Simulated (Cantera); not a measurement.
Equilibrium for boron, boron nitride and boron oxide: B + O2 + N2

Charge: 1 mol B, 2 mol O2, 170 mol N2, equilibrated at 10.0 Torr.

These are equilibrium values from Cantera (NASA tables, ideal gas, pure condensed phases), not measurements of a reactor. Candidate condensed phases: B, BN, B2O3; 17 gas species. Equilibrium is a limit: real reactors are often held back by kinetics, nucleation or transport.

| T (K) | log p N2 | log p O2 | log p B2O3 | log p BO2 | log p NO | log p O | log p BO | log p B2O2 | n B2O3(l) |
|---|---|---|---|---|---|---|---|---|---|
| 898 | -1.88 | -4.01 | -13.85 | -13.72 | -7.60 | -13.31 | <-13 | <-13 | 0.500 |
| 998 | -1.88 | -4.01 | -11.52 | -11.76 | -7.07 | -11.84 | <-13 | <-13 | 0.500 |
| 1098 | -1.88 | -4.01 | -9.63 | -10.17 | -6.63 | -10.63 | <-13 | <-13 | 0.500 |
| 1198 | -1.88 | -4.01 | -8.06 | -8.86 | -6.27 | -9.63 | <-13 | <-13 | 0.500 |
| 1298 | -1.88 | -4.01 | -6.75 | -7.74 | -5.96 | -8.78 | -13.36 | <-13 | 0.498 |
| 1398 | -1.88 | -4.02 | -5.64 | -6.80 | -5.70 | -8.05 | -11.61 | <-13 | 0.470 |
| 1498 | -1.88 | -4.02 | -4.68 | -5.98 | -5.48 | -7.41 | -10.10 | -12.63 | 0.225 |
| 1598 | -1.88 | -4.03 | -4.43 | -5.56 | -5.28 | -6.86 | -9.07 | -11.54 | 0 |
| 1698 | -1.88 | -4.04 | -4.44 | -5.31 | -5.11 | -6.38 | -8.28 | -10.82 | 0 |
| 1798 | -1.88 | -4.05 | -4.46 | -5.09 | -4.96 | -5.95 | -7.58 | -10.18 | 0 |
| 1898 | -1.88 | -4.07 | -4.49 | -4.90 | -4.83 | -5.57 | -6.96 | -9.62 | 0 |
| 1998 | -1.88 | -4.10 | -4.53 | -4.74 | -4.72 | -5.23 | -6.41 | -9.13 | 0 |
| 2098 | -1.88 | -4.14 | -4.59 | -4.61 | -4.62 | -4.93 | -5.92 | -8.69 | 0 |
log p: log10 of the partial pressure in bar; n: condensed amount in mol.

From 898 K to 1498 K the condensed part is B2O3(l). From 1598 K to 2098 K nothing is condensed.
